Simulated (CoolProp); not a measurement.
The numbers come from the reference Helmholtz-energy equation of state, Younglove 1994 in CoolProp. It is a modified Benedict-Webb-Rubin equation, recast in Helmholtz form.

For R123, give the phase and the cv (kJ/(kg K)), viscosity (µPa s), Prandtl number at 486.1 K and 0.682 bar; 486.1 K and 3.53 bar; 486.1 K and 18.3 bar.


- 486.1 K and 0.682 bar: gas; cv 0.802, viscosity 16.8, Prandtl number 0.724
- 486.1 K and 3.53 bar: gas; cv 0.805, viscosity 16.9, Prandtl number 0.724
- 486.1 K and 18.3 bar: gas; cv 0.825, viscosity 17.6, Prandtl number 0.761

Viscosity comes from a separate model (Tanaka 1996). Thermal conductivity comes from a separate model (Laesecke 1996).
